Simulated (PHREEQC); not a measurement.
Alkaline etch or developer (model solution)

Consider water at 25 °C with 66 mmol/kgw NH3. Closed to the air; pH follows from the charge balance.

Equilibrium calculation in PHREEQC: ion-association model, phreeqc.dat.

Each row changes one thing in this solution. Precipitation was switched off in this run.

```
case                                                pH  ionic strength (mol/kgw)  NH4+ (mol/kgw)
-----------------------------------------------  -----  ------------------------  --------------
as made                                          11.03                   0.00112         0.00112
NH3 replaced by (NH4)2SiF6 at the same molality   3.09                     0.198           0.132
NH3 from 0.066 to 0.33 mol/kgw                   11.38                   0.00254         0.00254
0.00067 mol/kgw Ca(OH)2 added                    11.27                   0.00263        0.000657
NH3 from 0.066 to 0.099 mol/kgw                  11.12                   0.00137         0.00137
NH3 replaced by (NH4)2HPO4 at the same molality   7.96                     0.189           0.128
NH3 from 0.066 to 0.0726 mol/kgw                 11.05                   0.00117         0.00117
0.0072 mol/kgw NaHCO3 added                      10.40                    0.0161         0.00493
temperature from 25 to 20 °C                     11.19                   0.00110         0.00110
```

Some of these states are supersaturated (in Quartz (slow to form), Chalcedony (slow to form), for instance). SiF6-2 is the database's only silicon fluoride.
